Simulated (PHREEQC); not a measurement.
## Brine: speciation

Consider water at 25 °C with 0.3 mol LiBr, 0.0019 mol BaCl2 and 0.0041 mol KBr per kg of water. Closed to the air; pH follows from the charge balance.

Model: ion-association model, phreeqc.dat, run in PHREEQC.

No solid was allowed to form.

Estimate the activity of water, specific conductance.

activity of water 0.990; specific conductance 26700 µS/cm.
